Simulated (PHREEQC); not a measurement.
## Metal-bearing waste water (model solution)

Consider water at 20 °C with 0.024 mol/kgw Pb(NO3)2, 0.0072 mol/kgw MgSO4 and 0.011 mol/kgw H2SO4. Closed to the air; pH follows from the charge balance.

Equilibrium calculation in PHREEQC: ion-association model, wateq4f.dat.

No solid was allowed to form.

Task: Predict the pH, ionic strength.

Result: pH 1.82; ionic strength 0.0864 mol/kgw.

Task: In which forms is S present?

Result: PbSO4 37 %, SO4-2 32 %, HSO4- 21 %, MgSO4 6.6 %, Pb(SO4)2-2 2.4 % of the S.

Examples of supersaturated solids here: Anglesite. Others may be too.
